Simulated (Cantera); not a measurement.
What does this Cantera script print?

```python
import numpy as np
import cantera as ct

gas_names = """
    H HO2 H2 H2O H2O2 Nb NbO NbO2 O OH O2 O3
""".split()
cond_names = """
    H2O(s) H2O(L) Nb(cr) Nb(L) NbO(s) NbO(L) NbO2(I) NbO2(II) NbO2(III) NbO2(L) Nb2O5(s) Nb2O5(L)
""".split()


# ... load() reads the species with a 1 bar reference pressure and builds the phases ...
atoms = {
    'Nb2O5': {'Nb': 2, 'O': 5},
    'H2': {'H': 2},
}
top_T = {}  # K; cautious upper limits of use, not melting points


# ... equilibrate(T, P, feed) seeds the gas with the atoms and calls Mixture.equilibrate('TP', solver="vcs", rtol=1e-11, max_steps=5000) ...
results = []
T = 1623.15  # K
P = 300  # Pa
for m in [260, 450, 640, 830, 1000, 1200, 1400, 1600, 1800, 2000]:
    feed = {'Nb2O5': 1, 'H2': m}  # mol
    mix = equilibrate(T, P, feed)
    results.append((T, P, feed, dict(zip(mix.species_names, mix.species_moles))))
    x = sorted(zip(gas.X, gas.species_names), reverse=True)
    print(f"T = {T:g} K  P = {P:g} Pa  n(H2) = {m:g} mol  gas = {mix.phase_moles(0):.4g} mol")
    print("   x: " + "  ".join(f"{s} {v:.3e}" for v, s in x if v > 1e-05))
    print("   condensed (mol): " + ("  ".join(f"{mix.phase(i).name} {mix.phase_moles(i):.4g}"
          for i in range(1, mix.n_phases) if mix.phase_moles(i) > 1e-12) or "none"))
```

Output:

```
T = 1623.15 K  P = 300 Pa  n(H2) = 260 mol  gas = 260.2 mol
   x: H2 9.949e-01  H2O 3.844e-03  H 1.261e-03
   condensed (mol): NbO2(III) 2
T = 1623.15 K  P = 300 Pa  n(H2) = 450 mol  gas = 450.3 mol
   x: H2 9.959e-01  H2O 2.816e-03  H 1.261e-03
   condensed (mol): NbO(s) 0.2681  NbO2(III) 1.732
T = 1623.15 K  P = 300 Pa  n(H2) = 640 mol  gas = 640.4 mol
   x: H2 9.959e-01  H2O 2.816e-03  H 1.261e-03
   condensed (mol): NbO(s) 0.8035  NbO2(III) 1.196
T = 1623.15 K  P = 300 Pa  n(H2) = 830 mol  gas = 830.5 mol
   x: H2 9.959e-01  H2O 2.816e-03  H 1.261e-03
   condensed (mol): NbO(s) 1.339  NbO2(III) 0.6606
T = 1623.15 K  P = 300 Pa  n(H2) = 1000 mol  gas = 1001 mol
   x: H2 9.959e-01  H2O 2.816e-03  H 1.261e-03
   condensed (mol): NbO(s) 1.818  NbO2(III) 0.1815
T = 1623.15 K  P = 300 Pa  n(H2) = 1200 mol  gas = 1201 mol
   x: H2 9.962e-01  H2O 2.498e-03  H 1.261e-03
   condensed (mol): NbO(s) 1.999
T = 1623.15 K  P = 300 Pa  n(H2) = 1400 mol  gas = 1401 mol
   x: H2 9.966e-01  H2O 2.141e-03  H 1.262e-03
   condensed (mol): NbO(s) 1.999
T = 1623.15 K  P = 300 Pa  n(H2) = 1600 mol  gas = 1601 mol
   x: H2 9.969e-01  H2O 1.873e-03  H 1.262e-03
   condensed (mol): NbO(s) 1.999
T = 1623.15 K  P = 300 Pa  n(H2) = 1800 mol  gas = 1801 mol
   x: H2 9.971e-01  H2O 1.665e-03  H 1.262e-03
   condensed (mol): NbO(s) 1.999
T = 1623.15 K  P = 300 Pa  n(H2) = 2000 mol  gas = 2001 mol
   x: H2 9.972e-01  H2O 1.499e-03  H 1.262e-03
   condensed (mol): NbO(s) 1.999
```

Cantera equilibrium calculation (NASA polynomials, part measured and part estimated; ideal gas, pure solids and liquids). Mutual solubility and eutectic melting of coexisting phases are not modelled. NbO: taken at fixed stoichiometry. Condensed phases not in the tables: the oxides between NbO2 and Nb2O5.
